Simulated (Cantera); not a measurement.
Input (Python, Cantera):

```python
import numpy as np
import cantera as ct

gas = ct.Solution("gri30.yaml")
gas.TPX = 700, 270000, {'CH4': 1, 'O2': 1.54, 'N2': 5.78}
inlet = ct.Reservoir(gas, clone=True)
gas.equilibrate("HP")  # start burning
reactor = ct.IdealGasConstPressureReactor(gas, energy="on", clone=False)
exhaust = ct.Reservoir(gas, clone=True)
tau = [0.5, 0.13, 0.034, 0.0091, 0.0024, 0.00063, 0.00017, 4.4e-05, 1.2e-05][0]
for a, b in ((inlet, reactor), (reactor, exhaust)):
    ct.MassFlowController(a, b, mdot=lambda t: reactor.mass / tau)
net = ct.ReactorNet([reactor])
show = ['CH4', 'O2', 'CH2', 'NO', 'OH']

rows = []
print(f"{'tau/s':>10s}{'T/K':>9s}" + "".join(f"{s:>11s}" for s in show))
for tau in [0.5, 0.13, 0.034, 0.0091, 0.0024, 0.00063, 0.00017, 4.4e-05, 1.2e-05]:
    net.initial_time = 0.0
    net.advance(30 * tau)
    before = gas.X
    net.advance(40 * tau)
    drift = np.max(np.abs(gas.X - before) / (gas.X + 1e-9))
    rows.append([gas.T, *gas[show].X, drift])
    print(f"{tau:10.3e}{gas.T:9.1f}" + "".join(f"{x:11.3e}" for x in gas[show].X))
```

Output:

```
     tau/s      T/K        CH4         O2        CH2         NO         OH
 5.000e-01   2341.3  1.825e-06  5.968e-05  3.908e-08  2.683e-04  1.173e-03
 1.300e-01   2339.6  6.155e-06  7.849e-05  1.435e-07  3.088e-04  1.248e-03
 3.400e-02   2335.1  1.712e-05  1.371e-04  4.865e-07  3.806e-04  1.455e-03
 9.100e-03   2325.7  3.788e-05  2.928e-04  1.448e-06  4.544e-04  1.884e-03
 2.400e-03   2308.3  7.682e-05  6.805e-04  3.886e-06  4.973e-04  2.605e-03
 6.300e-04   2279.6  1.693e-04  1.606e-03  9.767e-06  4.834e-04  3.520e-03
 1.700e-04   2236.3  4.544e-04  3.875e-03  2.458e-05  3.907e-04  4.195e-03
 4.400e-05   2133.7  2.223e-03  1.338e-02  7.197e-05  1.499e-04  3.282e-03
 1.200e-05    700.0  1.202e-01  1.851e-01  1.624e-32 -1.697e-18  1.019e-20
```

Computed with Cantera and GRI-Mech 3.0 (53 species, 325 reactions).
